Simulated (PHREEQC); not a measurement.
A PHREEQC speciation (ion-association model, wateq4f.dat) at 25 °C gives pH 10.41 and these molalities:

| species | mol/kgw |
|---|---|
| Na+ | 0.0871 |
| Zn(CO3)2-2 | 0.0155 |
| SO4-2 | 0.0148 |
| CO3-2 | 0.00799 |
| NaCO3- | 0.00463 |
| HCO3- | 0.00310 |
| NaSO4- | 0.00221 |
| Zn(OH)2 | 0.00122 |
| OH- | 0.000342 |
| Zn(OH)3- | 0.000132 |
| NaHCO3 | 8.79e-5 |
| ZnCO3 | 8.59e-5 |
| ZnOH+ | 5.59e-6 |

### Question
What are the element totals, and what could have been dissolved in 1 kg of water to give them?

### Answer
One answer among several that fit: totals C(4) 0.0470, Na 0.0940, S(6) 0.0170, Zn 0.0170 mol/kgw, from 0.017 mol ZnSO4 and 0.047 mol Na2CO3 per kg of water.

No solid was allowed to form. Examples of supersaturated solids here: Zn(OH)2-e, Zn(OH)2-a. Others may be too. The database's zinc carbonate complexes are estimates, stronger than later reviews accept.
